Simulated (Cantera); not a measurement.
Input: 1 mol SiH₂Cl₂, 0.028 mol C₃H₈, 1500 mol H₂, at 39000 Pa.

Method: chemical equilibrium by Gibbs-energy minimisation in Cantera with the NASA 1993 tables (ideal gas, pure condensed phases). Candidate condensed phases: C, C₆H₆, C₇H₈, C₈H₁₈, Si, SiC; 109 gas species. Mutual solubility and eutectic melting of coexisting phases are not modelled. Gases not in the tables: Si₂H₆ and higher silanes. The numbers say what is thermodynamically allowed, not how fast it happens.

Question: Which condensed phases are stable at each of these points (T (°C)): 1427, 1527, 1627, 1727, 1827, 1927, 2027, 2127?

Answer: 
```json
[
 {"T (°C)": "1427", "condensed phases": "Si(l) + SiC(s)", "Si condensed (%)": "96.3"},
 {"T (°C)": "1527", "condensed phases": "Si(l) + SiC(s)", "Si condensed (%)": "92.4"},
 {"T (°C)": "1627", "condensed phases": "Si(l) + SiC(s)", "Si condensed (%)": "82.5"},
 {"T (°C)": "1727", "condensed phases": "Si(l) + SiC(s)", "Si condensed (%)": "57.7"},
 {"T (°C)": "1827", "condensed phases": "SiC(s)", "Si condensed (%)": "1.7"},
 {"T (°C)": "1927", "condensed phases": "gas only", "Si condensed (%)": "0.0"},
 {"T (°C)": "2027", "condensed phases": "gas only", "Si condensed (%)": "0.0"},
 {"T (°C)": "2127", "condensed phases": "gas only", "Si condensed (%)": "0.0"}
]
```

From 1427 °C to 1727 °C the condensed part is Si(l) + SiC(s). At 1827 °C the condensed part is SiC(s). From 1927 °C to 2127 °C nothing is condensed.
